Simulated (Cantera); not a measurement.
Charge: 1 mol CuO, 0.61 mol CO, 9.6 mol H2, at 1.20 Torr.

Cantera equilibrium calculation (NASA polynomials, part measured and part estimated; ideal gas, pure solids and liquids). Candidate condensed phases: C, C6H6, C7H8, C8H18, Cu, CuO, Cu(OH)2, Cu2O, H2O; 113 gas species. Kinetics and transport are ignored. All values below are at 1252 °C.

Base state: H2 0.838, H2O 0.0948, CO 0.0569, Cu 0.00778, CO2 0.00239, H 0.000541 (mole fractions); condensed: Cu(l).

Question: What changes in the equilibrium state with this change: CO from 0.61 to 2.5 mol?

Answer: 
| species | before | after |
|---|---|---|
| H2 | 0.838 | 0.712 |
| CO | 0.0569 | 0.197 |
| H2O | 0.0948 | 0.0743 |
| Cu | 0.00778 | 0.00778 |
| CO2 | 0.00239 | 0.00765 |
| H | 0.000541 | 0.000499 |
| Cu(l), mol | 0.920 | 0.905 |
